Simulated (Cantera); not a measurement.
A diamond (100) surface in a fixed gas of H2 with x(CH4) = 0.016, x(CH3) = 1.6e-05, at 1400 K, 0.150 bar; coverages are run to steady state.

Computed with Cantera and the Harris–Goodwin 1993 mechanism for the reconstructed diamond (100) surface.

One state of this run: growth (µm/h) = 0.388; θ c6HH = 0.369; θ c6H* = 0.0578; θ c6*H = 0.528; θ c6** = 0.0452. θ: site fractions in the mechanism's names (c6HH fully hydrogenated, c6H* and c6*H radical sites, c6** diradical, c6HM methylated).

### Question
Which value of x(H) does it belong to?
A. 0.00021
B. 0.039
C. 0.002
D. 0.0001

### Answer
C, 0.002
